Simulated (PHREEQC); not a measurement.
# Brine: an equilibrium model

Consider water at 25 °C with 0.0012 mol/kgw NaBr, 0.04 mol/kgw Na2SO4 and 0.025 mol/kgw MgCl2. Closed to the air; pH follows from the charge balance.

All values are PHREEQC results (ion-association model, phreeqc.dat), not measurements.

Precipitation was switched off in this run.

Task: What ionic strength, density does the model give?

Result: ionic strength 0.148 mol/kgw; density 1.004 g/cm³.

Task: In which forms is Mg present?

Result: Mg+2 58 %, MgSO4 42 % of the Mg.

Species that the database lacks are ignored.
